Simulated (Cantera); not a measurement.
Cantera run:

```python
import numpy as np
import cantera as ct

gas_names = [...]  # 47 gases of nasa_gas.yaml made of Ca, F, H, N, O
cond_names = """
    Ca(a) Ca(b) Ca(L) CaF2(a) CaF2(b) CaF2(L) CaO(s) CaO(L) CaO2H2(s) H2O(s) H2O(L)
""".split()


# ... load() reads the species with a 1 bar reference pressure and builds the phases ...
atoms = {
    'CaO': {'Ca': 1, 'O': 1},
    'NF3': {'N': 1, 'F': 3},
    'H2': {'H': 2},
}
top_T = {}  # K; cautious upper limits of use, not melting points


# ... equilibrate(T, P, feed) seeds the gas with the atoms and calls Mixture.equilibrate('TP', solver="vcs", rtol=1e-11, max_steps=5000) ...
results = []
feed = {'CaO': 1, 'NF3': 0.81, 'H2': 32}  # mol
T = 1898.15  # K
P = 700  # Pa
mix = equilibrate(T, P, feed)
results.append((T, P, feed, dict(zip(mix.species_names, mix.species_moles))))
print(gas.report(threshold=0.0001))
for i in range(1, mix.n_phases):
    print(f"{mix.phase(i).name:16s} {mix.phase_moles(i):12.5e} mol")
```

Result:

```
       temperature   1898.2 K
          pressure   700 Pa
           density   0.0001947 kg/m^3
  mean mol. weight   4.3896 kg/kmol
   phase of matter   gas

                          1 kg             1 kmol
                     ---------------   ---------------
          enthalpy        5.9646e+06        2.6182e+07  J
   internal energy        2.3693e+06          1.04e+07  J
           entropy             54145        2.3768e+05  J/K
    Gibbs function       -9.6811e+07       -4.2496e+08  J
 heat capacity c_p            7811.6             34290  J/K
 heat capacity c_v            5917.5             25975  J/K

                      mass frac. Y      mole frac. X     chem. pot. / RT
                     ---------------   ---------------   ---------------
                Ca         0.0016875        0.00018483           -23.441
               CaF          0.013874         0.0010309           -61.067
              CaF2           0.22519          0.012661           -98.693
                 H         0.0020441         0.0089017           -12.188
                HF           0.20761          0.045552           -49.814
                H2             0.416            0.9058           -24.376
               H2O          0.056901          0.013865           -51.807
                N2          0.076481          0.011984           -36.152
     [  +39 minor]        0.00021091        2.4032e-05

Ca(L)             0.00000e+00 mol
CaF2(L)           0.00000e+00 mol
CaO(s)            5.30618e-01 mol
```

Equilibrium computed with Cantera from the NASA thermochemical tables; the gas is ideal and each condensed phase is pure.
